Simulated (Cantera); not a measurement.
**Moist CO burnout**

An isothermal, constant-pressure homogeneous reactor starts with CO : O₂ : H₂O : N₂ = 0.00095 : 0.0034 : 0.0024 : 1 (molar parts), at 1475 K and 1.40 bar.

Model: GRI-Mech 3.0 (53 species, 325 reactions), integrated in Cantera.

| t (s) | x CO | x O₂ | x H₂O | x H | x CO₂ | x H₂ |
|---|---|---|---|---|---|---|
| 3.00e-5 | 0.000944 | 0.00338 | 0.00238 | 3.80e-12 | 2.29e-10 | <1e-12 |
| 6.31e-5 | 0.000944 | 0.00338 | 0.00238 | 1.46e-11 | 4.92e-10 | <1e-12 |
| 0.000133 | 0.000944 | 0.00338 | 0.00238 | 5.46e-11 | 1.10e-9 | 7.61e-12 |
| 0.000279 | 0.000944 | 0.00338 | 0.00238 | 2.06e-10 | 2.78e-9 | 6.00e-11 |
| 0.000588 | 0.000944 | 0.00338 | 0.00238 | 8.73e-10 | 9.65e-9 | 5.02e-10 |
| 0.00124 | 0.000944 | 0.00338 | 0.00238 | 6.18e-9 | 6.84e-8 | 5.85e-9 |
| 0.00260 | 0.000941 | 0.00338 | 0.00238 | 2.10e-7 | 2.39e-6 | 2.37e-7 |
| 0.00548 | 0.000657 | 0.00320 | 0.00230 | 3.55e-5 | 0.000287 | 2.83e-5 |
| 0.0115 | 0.000126 | 0.00294 | 0.00232 | 1.90e-5 | 0.000818 | 2.10e-5 |
| 0.0242 | 2.21e-5 | 0.00291 | 0.00237 | 1.99e-6 | 0.000922 | 4.71e-6 |
| 0.0510 | 4.15e-6 | 0.00290 | 0.00238 | 2.66e-7 | 0.000940 | 1.20e-6 |
| 0.107 | 8.25e-7 | 0.00290 | 0.00238 | 4.87e-8 | 0.000943 | 3.80e-7 |
| 0.226 | 2.10e-7 | 0.00291 | 0.00238 | 1.21e-8 | 0.000944 | 1.48e-7 |
| 0.475 | 8.32e-8 | 0.00291 | 0.00238 | 4.41e-9 | 0.000944 | 7.47e-8 |
| 1.00 | 5.40e-8 | 0.00291 | 0.00238 | 2.72e-9 | 0.000944 | 5.38e-8 |
x: mole fraction; the columns are a selection and need not sum to one.

Equilibrium at this temperature and pressure: CO 5.04e-8, O₂ 0.00284, H₂O 0.00238, H 2.50e-9, CO₂ 0.000944, H₂ 5.13e-8 (gas phase only).
